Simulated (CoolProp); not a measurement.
Vapour-liquid equilibrium of CHF3 (R23) (1) + R143a (2) at 0.0208 MPa; x and y are mole fractions of (1).

Computed with CoolProp (multi-fluid Helmholtz-energy mixture model, Penoncello 2003 and Lemmon and Jacobsen 2000; pair parameters Bell 2016).

Problem. Give the bubble temperature and the first vapour's composition at x = 0.05, 0.35, 0.425. Is there an azeotrope?

Solution. x = 0.05: -79.2 °C, y = 0.239; x = 0.35: -93.8 °C, y = 0.829; x = 0.425: -96.1 °C, y = 0.875. No azeotrope shows between x = 0.05 and 0.95.

Pair parameters are fitted to limited data, so mixtures are less certain than the pure fluids. The gap from Raoult's law changes sign with composition, which may be real or a fault of the pair parameters; it wasn't checked against measurements.
